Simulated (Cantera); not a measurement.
A diamond (100) surface in a fixed gas of H2 with x(CH4) = 0.014, x(H) = 0.0012, at 1123 K, 39.0 Torr; coverages are run to steady state.

Model: the Harris–Goodwin 1993 mechanism for the reconstructed diamond (100) surface, integrated in Cantera.

One state of this run: growth (µm/h) = 0.605; θ c6HH = 0.502; θ c6H* = 0.0296; θ c6*H = 0.445; θ c6** = 0.0177; θ c6HM = 0.00347. θ: site fractions in the mechanism's names (c6HH fully hydrogenated, c6H* and c6*H radical sites, c6** diradical, c6HM methylated).

Which value of x(CH3) does it belong to?
A. 2.6e-06
B. 1.7e-05
C. 0.00077
D. 4.5e-05

D, 4.5e-05
